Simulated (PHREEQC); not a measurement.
Consider water at 25 °C with 0.0031 mol/kgw Na2SeO4 and 0.00035 mol/kgw CaCl2. Closed to the air; pH follows from the charge balance.

Equilibrium calculation in PHREEQC: ion-association model, wateq4f.dat.

| Quantity | Result |
|---|---|
| pH | 7.01 |
| ionic strength | 0.0103 mol/kgw |

| species | molality | activity | log γ |
|---|---|---|---|
| Na+ | 0.00620 | 0.00559 | -0.045 |
| SeO4-2 | 0.00310 | 0.00204 | -0.182 |
| Cl- | 0.000700 | 0.000629 | -0.046 |
| Ca+2 | 0.000350 | 0.000233 | -0.176 |
| OH- | 1.15e-7 | 1.04e-7 | -0.046 |
| H+ | 1.06e-7 | 9.65e-8 | -0.040 |

Precipitation was switched off in this run.
